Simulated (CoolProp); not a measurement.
Vapour-liquid equilibrium of dimethyl ether (1) + n-butane (2) at 360.2 K; x and y are mole fractions of (1).

Values from CoolProp's multi-fluid Helmholtz-energy mixture model, Wu 2011 and Bücker 2006; pair parameters Bell 2016.

```
x     bubble pressure, mixture model (kPa)  bubble pressure, Raoult's law (kPa)  y, mixture model  y, Raoult's law
----  ------------------------------------  -----------------------------------  ----------------  ---------------
0.05                                  1276                                 1245               [?]            0.103
0.2                                    [?]                                 1454             0.336            0.353
0.35                                  1798                                 1663             0.498            0.541
0.5                                   2014                                 1872               [?]            0.686
0.65                                  2207                                 2081               [?]            0.802
0.8                                   2377                                 2289             0.849            0.897
0.95                                  2525                                 2498               [?]            0.976
```

### Question
What belongs in the gaps?

### Answer

- 0.05, y, mixture model: 0.104
- 0.2, bubble pressure, mixture model (kPa): 1553
- 0.5, y, mixture model: 0.627
- 0.65, y, mixture model: 0.740
- 0.95, y, mixture model: 0.960

The largest gap from Raoult's law is +8.1 % in bubble pressure, at x = 0.35. No azeotrope shows between x = 0.05 and 0.95.

The pair parameters rest on a limited set of measurements; away from them the model extrapolates.
